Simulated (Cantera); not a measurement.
A closed system holds: 1 mol (CH3)2SiCl2, 0.13 mol C2H4, 440 mol H2, at 1.00 Torr.

Cantera equilibrium calculation (NASA polynomials, part measured and part estimated; ideal gas, pure solids and liquids). Candidate condensed phases: C, C6H6, C7H8, C8H18, Si, SiC; 109 gas species. The feed counts by its element totals alone. Kinetics and transport are ignored.

Over these rows the condensed part is C(graphite) + SiC(s). Partial pressures as log10 of bar:

| T (K) | 1000/T (1/K) | log p C2H2 (acetylene) | log p H2 |
|---|---|---|---|
| 1198 | 0.8347 | -9.88 | -2.88 |
| 1348 | 0.7418 | ? | -2.88 |
| 1498 | 0.6676 | -7.93 | -2.88 |
| 1648 | 0.6068 | -7.23 | -2.88 |
| 1798 | 0.5562 | -6.64 | -2.88 |
| 1948 | 0.5133 | -6.16 | -2.89 |

Q: Fit log p(C2H2 (acetylene)) = a + b·(1000/T) to the five rows, give the apparent enthalpy, and predict the row at 1348 K.

A: Means: 1000/T = 0.6357, log p = -7.568. Sxy = -0.727519, Sxx = 0.0627558, so b = -11.59 and a = -7.568 − (-11.59)×0.6357 = -0.20.
Apparent enthalpy: −19.145 × (-11.59) = 222 kJ/mol. With the condensed phases at unit activity, 2 C(graphite) + H2(g) = C2H2 (acetylene)(g) links this pressure to the main gases: over the six rows their terms move log p by -0.01 in all, so the slope is close to that reaction's ΔH°. The five rows lie within 0.01 of the line.
Prediction at 1348 K: -0.20 + (-11.59)×0.7418 = -8.80. The computed value is -8.80, 0.00 from the line.
